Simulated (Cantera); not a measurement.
A perfectly stirred reactor is fed with CH4 : CO2 : H2 = 1 : 0.61 : 2 (molar parts), at 0.350 bar; it is held at 1775 K, and followed from long to short residence time.

Cantera simulation using GRI-Mech 3.0 (53 species, 325 reactions); the numbers are that mechanism's predictions, not measurements. GRI-Mech 3.0 stops at C3 and has no aromatics, soot or wall deposition, so with more carbon than oxygen in the feed, carbon stays in small species such as C2H2 where larger ones or solid carbon would form.

x: mole fraction; the columns are a selection and need not sum to one.

```
τ (s)      x CH4     x CO2   x H2    x H2O   x CH2O      x O2
-------  -------  --------  -----  -------  -------  --------
25       0.00546  0.000630  0.719  0.00684  2.86e-8    <1e-12
6.9            …         …  0.707        …        …  2.36e-12
1.9       0.0157   0.00394  0.684   0.0426  1.08e-7  1.11e-11
0.55      0.0268   0.00747  0.653   0.0729  2.89e-7  3.09e-11
0.15      0.0480    0.0153  0.618   0.0990  7.47e-7  5.55e-11
0.043          …         …  0.593   0.0996        …  6.08e-11
0.012      0.147    0.0827  0.581   0.0672  3.59e-6  3.92e-11
0.0034     0.213     0.132  0.571   0.0284  5.90e-6  1.61e-11
0.00097    0.255     0.158  0.560  0.00858  6.80e-6  5.37e-12
0.00027    0.272     0.167  0.555  0.00185  4.81e-6  1.11e-12
```

Task: Fill in the missing entries.

Result: 
- 6.9, x CH4: 0.00904
- 6.9, x CO2: 0.00175
- 6.9, x H2O: 0.0191
- 6.9, x CH2O: 4.44e-8
- 0.043, x CH4: 0.0854
- 0.043, x CO2: 0.0363
- 0.043, x CH2O: 1.69e-6
